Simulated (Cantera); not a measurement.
A closed system holds: 1 mol Al(CH3)3, 14 mol H2O, 2.3 mol H2, held at 1150 K and 570 Torr.

Equilibrium computed with Cantera from the NASA thermochemical tables; the gas is ideal and each condensed phase is pure. Candidate condensed phases: Al, Al2O3, C, C6H6, C7H8, C8H18, H2O; 121 gas species. The feed counts by its element totals alone. Rates play no part.

Base state: H2 0.521, H2O 0.353, CO 0.0802, CO2 0.0458, CH4 2.03e-5 (mole fractions); condensed: Al2O3(s).

Task: What changes in the equilibrium state with this change: temperature from 1150 K to 1773.15 K?

Result: 
```
species         before     after
-------------  -------  --------
H2               0.521     0.496
H2O              0.353     0.378
CO              0.0802     0.105
CO2             0.0458    0.0214
OH               <1e-9   1.09e-5
CH4            2.03e-5   5.37e-9
H              6.17e-8  0.000230
Al2O3(s), mol    0.500     0.500
```
Gases not in the tables: Al(OH)3.

Task: What changes in the equilibrium state with this change: H2 from 2.3 to 61 mol?

Result: 
```json
[
 {"species": "H2", "before": "0.521", "after": "0.852"},
 {"species": "H2O", "before": "0.353", "after": "0.112"},
 {"species": "CO", "before": "0.0802", "after": "0.0327"},
 {"species": "CO2", "before": "0.0458", "after": "0.00360"},
 {"species": "CH4", "before": "2.03e-5", "after": "0.000115"},
 {"species": "Al2O3(s), mol", "before": "0.500", "after": "0.500"}
]
```
